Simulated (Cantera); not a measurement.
Feed: 1 mol C3H6, 0.14 mol H2O, 0.32 mol N2, at 927 °C.

Cantera equilibrium calculation (NASA polynomials, part measured and part estimated; ideal gas, pure solids and liquids). Candidate condensed phases: C, C6H6, C7H8, C8H18, H2O; 136 gas species. The ideal-gas law is rough above about 30 bar. The numbers say what is thermodynamically allowed, not how fast it happens.

x: gas mole fraction; n: condensed amount in mol.

| P (Pa) | x H2 | x CH4 | x N2 | x CO | x H2O | n C(graphite) |
|---|---|---|---|---|---|---|
| 10 | 0.872 | 1.20e-6 | 0.0889 | 0.0389 | 8.80e-8 | 2.86 |
| 160 | 0.872 | ___ | 0.0889 | 0.0389 | ___ | 2.86 |
| 2500 | 0.872 | ___ | 0.0889 | 0.0389 | ___ | 2.86 |
| 40000 | 0.867 | 0.00475 | 0.0893 | 0.0387 | 0.000348 | 2.84 |
| 630000 | 0.800 | 0.0637 | 0.0949 | 0.0365 | 0.00477 | 2.66 |
| 10000000 | 0.472 | 0.351 | 0.122 | 0.0233 | 0.0285 | 2.02 |

Task: Fill in the missing entries.

Result: 
- 160, x CH4: 1.92e-5
- 160, x H2O: 1.41e-6
- 2500, x CH4: 0.000300
- 2500, x H2O: 2.20e-5
